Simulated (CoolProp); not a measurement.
A Linde-Hampson liquefier for ethylene: isothermal reversible compression at 300 K from 1 atm to 30 MPa, throttling to 1 atm, return gas leaving the recuperator 2 K below the feed. Each further row changes one setting.

Computed with CoolProp (reference Helmholtz-energy equation of state, Smukala 2000).

```
case                        liquid yield per pass  compression work (kJ/kg of gas)
--------------------------  ---------------------  -------------------------------
as stated                                   0.479                              397
high pressure 60 MPa                        0.451                              462
warm-end temperature 330 K                  0.401                              467
warm-end gap 7 K                            0.473                              397
```
